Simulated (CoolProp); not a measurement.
Computed with CoolProp (reference Helmholtz-energy equation of state, Akasaka 2023).

Give the vapour pressure (MPa), liquid density (kg/m³), liquid cp (kJ/(kg K)), vapour Z of saturated R1224YDZ at 294.2, 342.6 K.


| T (K) | p (MPa) | liquid density (kg/m³) | liquid cp (kJ/(kg K)) | vapour Z |
|---|---|---|---|---|
| 294.2 | 0.128 | 1370 | 1.14 | 0.943 |
| 342.6 | 0.565 | 1230 | 1.26 | 0.849 |
